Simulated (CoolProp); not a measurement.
The fluid at 298.15 K and 0.0235 MPa expands adiabatically to 0.0025 MPa with isentropic efficiency 0.7. The same conditions are run with several fluids, on thermodynamics alone (safety and materials aside).

The numbers come from the reference Helmholtz-energy equation of state of each fluid (n-perfluorohexane: Gao 2022; R245ca: Zhou 2016; R134a: Tillner-Roth 1994; carbon monoxide: Lemmon 2006) in CoolProp.

```tsv
fluid	work (kJ/kg)	final temperature (K)	final density (kg/m³)
n-perfluorohexane	11.0	283.9	0.359
R245ca	26.6	266.4	0.151
R134a	33.9	255.0	0.120
carbon monoxide	103	199.5	0.0422
```
